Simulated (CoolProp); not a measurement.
Model: reference Helmholtz-energy equation of state, Gao 2016, in CoolProp.

Give the vapour pressure (kPa), liquid density (kg/m³), liquid cp (kJ/(kg K)), vapour Z of saturated sulfur dioxide at 281.8 K.


| T (K) | p (kPa) | liquid density (kg/m³) | liquid cp (kJ/(kg K)) | vapour Z |
|---|---|---|---|---|
| 281.8 | 219 | 1410 | 1.37 | 0.953 |
